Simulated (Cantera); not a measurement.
Input: 1 mol FeCl3, 0.25 mol HCl, 7.6 mol N2, held at 1025 °C.

These are equilibrium values from Cantera (NASA tables, ideal gas, pure condensed phases), not measurements of a reactor. Candidate condensed phases: Fe, FeCl2, FeCl3, NH4Cl; 18 gas species. Equilibrium is a limit: real reactors are often held back by kinetics, nucleation or transport.

log p: log10 of the partial pressure in bar; nothing condenses.

| P (Pa) | log p N2 | log p FeCl2 | log p Cl | log p FeCl3 | log p Cl2 | log p HCl |
|---|---|---|---|---|---|---|
| 0.100 | -6.11 | -6.99 | -6.99 | -10.95 | -10.16 | -7.60 |
| 1.60 | -4.91 | -5.79 | -5.80 | -8.55 | -7.77 | -6.39 |
| 25 | ___ | ___ | ___ | ___ | ___ | ___ |
| 400 | -2.49 | -3.43 | -3.88 | -4.27 | -3.93 | -3.98 |
| 6300 | ___ | ___ | ___ | ___ | ___ | ___ |
| 100000 | -0.07 | -1.41 | -2.78 | -1.15 | -1.72 | -1.56 |

Q: What belongs in the gaps?

A: 
- 6300, log p N2: -1.28
- 6300, log p FeCl2: -2.36
- 6300, log p Cl: -3.27
- 6300, log p FeCl3: -2.60
- 6300, log p Cl2: -2.72
- 6300, log p HCl: -2.77
- 25, log p N2: -3.71
- 25, log p FeCl2: -4.60
- 25, log p Cl: -4.70
- 25, log p FeCl3: -6.26
- 25, log p Cl2: -5.58
- 25, log p HCl: -5.19
